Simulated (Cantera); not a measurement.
Feed: 1 mol CuF₂, 0.93 mol H₂, 12 mol N₂, equilibrated at 330 Pa.

Cantera equilibrium calculation (NASA polynomials, part measured and part estimated; ideal gas, pure solids and liquids). Candidate condensed phases: Cu, CuF₂; 25 gas species. Equilibrium is a limit: real reactors are often held back by kinetics, nucleation or transport.

x: gas mole fraction; n: condensed amount in mol.

| T (°C) | x N₂ | x HF | x Cu | x CuF | x H₂ | x H | n Cu(s) | n Cu(l) |
|---|---|---|---|---|---|---|---|---|
| 1000 | 0.857 | 0.133 | 2.50e-5 | 0.00989 | (withheld) | 1.11e-9 | 0.860 | 0 |
| 1075 | 0.857 | 0.133 | 0.000142 | 0.00997 | (withheld) | 1.35e-8 | 0.858 | 0 |
| 1150 | 0.857 | 0.133 | 0.000634 | 0.00998 | (withheld) | 1.21e-7 | 0 | 0.851 |
| 1225 | 0.855 | 0.133 | 0.00241 | 0.00999 | (withheld) | 8.57e-7 | 0 | 0.826 |
| 1300 | 0.850 | 0.132 | 0.00803 | 0.0100 | (withheld) | 5.00e-6 | 0 | 0.745 |
| 1375 | 0.836 | 0.129 | 0.0239 | 0.0103 | (withheld) | 2.40e-5 | 0 | 0.509 |
| 1450 | 0.808 | 0.124 | 0.0564 | 0.0109 | (withheld) | 8.23e-5 | 0 | 0 |
| 1525 | 0.808 | 0.124 | 0.0568 | 0.0105 | (withheld) | 0.000133 | 0 | 0 |
| 1600 | 0.808 | 0.124 | 0.0570 | 0.0103 | (withheld) | 0.000204 | 0 | 0 |
| 1675 | 0.808 | 0.124 | 0.0571 | 0.0101 | (withheld) | 0.000301 | 0 | 0 |
| 1750 | 0.808 | 0.124 | 0.0572 | 0.0100 | (withheld) | 0.000430 | 0 | 0 |
| 1825 | 0.807 | 0.124 | 0.0574 | 0.00991 | (withheld) | 0.000601 | 0 | 0 |

Task: What belongs in the gaps?

Result: 
- 1000, x H₂: 7.93e-9
- 1075, x H₂: 1.13e-7
- 1150, x H₂: 1.09e-6
- 1225, x H₂: 8.21e-6
- 1300, x H₂: 4.99e-5
- 1375, x H₂: 0.000239
- 1450, x H₂: 0.000672
- 1525, x H₂: 0.000470
- 1600, x H₂: 0.000331
- 1675, x H₂: 0.000234
- 1750, x H₂: 0.000169
- 1825, x H₂: 0.000126
